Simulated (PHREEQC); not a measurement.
A PHREEQC speciation (ion-association model, wateq4f.dat) at 59 °C gives pH 2.66 and these molalities:

```
species   mol/kgw
-------  --------
HF        0.00509
H+        0.00234
H4SiO4   0.000973
F-       0.000857
SiF6-2   0.000727
HF2-      1.92e-5
H2F2      1.84e-5
SO4-2     4.84e-6
HSO4-     1.96e-6
H2AsO4-   4.38e-7
H3AsO4    2.42e-7
H3SiO4-  1.81e-10
```

### Question
What are the element totals, and what could have been dissolved in 1 kg of water to give them?

### Answer
This is not unique; one that fits is totals As(5) 6.80e-7, F 0.0104, S(6) 6.80e-6, Si 0.00170 mol/kgw, from 0.00018 mol/kgw HF, 0.0017 mol/kgw H2SiF6, 6.8e-07 mol/kgw H3AsO4 and 6.8e-06 mol/kgw H2SO4.

No solid was allowed to form. Examples of supersaturated solids here: Quartz (slow to form), Chalcedony (slow to form). Others may be too. Complexes and solids missing from the database can't appear. At this temperature some constants are extrapolated from 25 °C, and those without enthalpy data are left unchanged. SiF6-2 is the database's only silicon fluoride.
